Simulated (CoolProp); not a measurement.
Properties of R227EA along the isobar 0.326 MPa.

The numbers come from the reference Helmholtz-energy equation of state, Lemmon 2016 in CoolProp.

```json
[
 {"T (K)": "158.6", "phase": "liquid", "density (kg/m³)": "1845", "speed of sound (m/s)": "1007", "expansivity (1/kK)": "1.510", "conductivity (mW/(m K))": "90.5", "Prandtl number": "23.6"},
 {"T (K)": "192.7", "phase": "liquid", "density (kg/m³)": "1748", "speed of sound (m/s)": "862.8", "expansivity (1/kK)": "1.675", "conductivity (mW/(m K))": "84.8", "Prandtl number": "12.8"},
 {"T (K)": "226.7", "phase": "liquid", "density (kg/m³)": "1645", "speed of sound (m/s)": "715.7", "expansivity (1/kK)": "1.917", "conductivity (mW/(m K))": "77.6", "Prandtl number": "8.46"},
 {"T (K)": "260.8", "phase": "liquid", "density (kg/m³)": "1531", "speed of sound (m/s)": "571.0", "expansivity (1/kK)": "2.298", "conductivity (mW/(m K))": "69.4", "Prandtl number": "6.21"},
 {"T (K)": "294.9", "phase": "gas", "density (kg/m³)": "25.09", "speed of sound (m/s)": "113.2", "expansivity (1/kK)": "4.958", "conductivity (mW/(m K))": "13.2", "Prandtl number": "0.740"},
 {"T (K)": "329", "phase": "gas", "density (kg/m³)": "21.65", "speed of sound (m/s)": "123.4", "expansivity (1/kK)": "3.836", "conductivity (mW/(m K))": "15.8", "Prandtl number": "0.717"},
 {"T (K)": "363.1", "phase": "gas", "density (kg/m³)": "19.21", "speed of sound (m/s)": "131.7", "expansivity (1/kK)": "3.225", "conductivity (mW/(m K))": "18.4", "Prandtl number": "0.707"},
 {"T (K)": "397.2", "phase": "gas", "density (kg/m³)": "17.33", "speed of sound (m/s)": "139.2", "expansivity (1/kK)": "2.823", "conductivity (mW/(m K))": "21.1", "Prandtl number": "0.701"}
]
```

Viscosity comes from a separate model (Huber 2003), an estimate that may be off by 10 % or more. Thermal conductivity comes from a separate model (Huber 2003), an estimate that may be off by 10 % or more.
